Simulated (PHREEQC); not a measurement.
0.82 g of hydrous ferric oxide (600 m²/g; 0.2 weak and 0.005 strong sites per Fe, Dzombak-Morel constants, diffuse double layer) in 1 kg of water with 0.005 mol/kgw of an inert sodium salt and 0.00034 mol/kgw H3BO3, 1.5e-05 mol/kgw MgCl2 and 0.00058 mol/kgw NaF, at 25 °C; the pH is set by adding NaOH or the inert anion's acid. O2 is buffered at 0.21 atm. No CO2 enters from the air. Precipitation was switched off in this run.

The series has 17 steps of pH, from 3 to 11.

Equilibrium calculation in PHREEQC: ion-association model, wateq4f.dat.

### Question
Near which pH is half of the Mg sorbed, and on which side is more sorbed?

### Answer
Near pH 7.8, with more sorbed at higher pH.

### Question
Near which pH is half of the F sorbed, and on which side is more sorbed?

### Answer
Near pH 6.4, with more sorbed at lower pH.

Species that the database lacks are ignored. Real BF4- forms and hydrolyses slowly; the run takes it at equilibrium. The oxide is taken as insoluble; below pH 4 it would dissolve.
